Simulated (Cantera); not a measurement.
Cantera run:

```python
import numpy as np
import cantera as ct

gas_names = """
    CL CL2 H HCL H2 Si SiCL SiCL2 SiCL3 SiCL4 SiH SiHCL3 SiH2 SiH2CL2 SiH3 SiH3CL SiH4 Si2 Si3
""".split()
cond_names = """
    Si(cr) Si(L)
""".split()


def load(file, names, dense=False):
    # The tables refer to 1 bar. Condensed volumes are neglected.
    table = {s.name: s for s in ct.Species.list_from_file(file)}
    out = []
    for n in names:
        d = dict(table[n].input_data)
        d["thermo"] = dict(d["thermo"], **{"reference-pressure": 1e5})
        if dense:
            d["equation-of-state"] = {"model": "constant-volume", "density": "1e6 g/cm^3"}
        out.append(ct.Species.from_dict(d))
    return out


gas = ct.Solution(thermo="ideal-gas", species=load("nasa_gas.yaml", gas_names))
cond = {s.name: ct.Solution(thermo="fixed-stoichiometry", species=[s], name=s.name)
        for s in load("nasa_condensed.yaml", cond_names, dense=True)}
atoms = {
    'Si': {'Si': 1},
    'Cl2': {'CL': 2},
    'H2': {'H': 2},
}
top_T = {}  # K; cautious upper limits of use, not melting points


def equilibrate(T, P, feed):
    n = {}
    for name, mol in feed.items():
        for a, k in atoms[name].items():
            n[a] = n.get(a, 0.0) + k * mol
    gas.TPX = T, P, n
    mass = sum(n.values()) * gas.mean_molecular_weight
    gas.equilibrate("TP")
    valid = [c for c in cond.values() if c.min_temp <= T <= top_T.get(c.name, c.max_temp)]
    mix = ct.Mixture([(gas, mass / gas.mean_molecular_weight)] + [(c, 0.0) for c in valid])
    mix.T, mix.P = T, P
    mix.equilibrate("TP", solver="vcs", rtol=1e-11, max_steps=5000)
    return mix


results = []
feed = {'Si': 1, 'Cl2': 0.53, 'H2': 2.2}  # mol
P = 23000  # Pa
for T in [725, 750, 775, 800, 825, 850, 875, 900, 925, 950, 975, 1000, 1025]:
    mix = equilibrate(T, P, feed)
    results.append((T, P, feed, dict(zip(mix.species_names, mix.species_moles))))

top = {s: max(r[3][s] / sum(r[3][g] for g in gas_names) for r in results) for s in gas_names}
cols = sorted((s for s in top if top[s] > 1e-05), key=lambda s: -top[s])[:7]
seen = [c for c in cond_names if any(r[3].get(c, 0) > 1e-12 for r in results)]
print("log10 of partial pressures in bar; condensed amounts in mol")
print(f"{'T/K':>10s}" + "".join(f"{s[:9]:>10s}" for s in cols + seen))
for T, P, feed, n in results:
    ng = sum(n[g] for g in gas_names)
    print(f"{T:10.4g}" + "".join(f"{np.log10(max(n[s] / ng * P / 1e5, 1e-99)):10.3f}" for s in cols)
          + "".join(f"{n.get(c, 0):10.4g}" for c in seen))
```

Result:

```
log10 of partial pressures in bar; condensed amounts in mol
       T/K        H2     SiCL4    SiHCL3       HCL     SiCL3   SiH2CL2     SiCL2    Si(cr)
       725    -0.693    -1.731    -2.080    -3.855    -5.619    -3.587    -7.119    0.7119
       750    -0.693    -1.730    -2.085    -3.683    -5.366    -3.574    -6.735    0.7123
       775    -0.693    -1.730    -2.090    -3.522    -5.129    -3.563    -6.376    0.7127
       800    -0.693    -1.729    -2.094    -3.372    -4.907    -3.552    -6.040    0.7132
       825    -0.694    -1.729    -2.099    -3.231    -4.699    -3.543    -5.725    0.7138
       850    -0.694    -1.729    -2.104    -3.099    -4.504    -3.535    -5.428    0.7145
       875    -0.694    -1.730    -2.109    -2.975    -4.321    -3.528    -5.150    0.7154
       900    -0.695    -1.731    -2.115    -2.858    -4.148    -3.521    -4.887    0.7164
       925    -0.695    -1.732    -2.120    -2.747    -3.985    -3.516    -4.640    0.7175
       950    -0.696    -1.735    -2.126    -2.643    -3.832    -3.511    -4.406    0.7189
       975    -0.697    -1.738    -2.133    -2.545    -3.687    -3.508    -4.185    0.7204
      1000    -0.698    -1.742    -2.140    -2.452    -3.551    -3.506    -3.975    0.7221
      1025    -0.699    -1.748    -2.149    -2.364    -3.423    -3.505    -3.778     0.724
```

Equilibrium computed with Cantera from the NASA thermochemical tables; the gas is ideal and each condensed phase is pure. The tables' values for SiCl3 are old estimates; treat these amounts as uncertain.
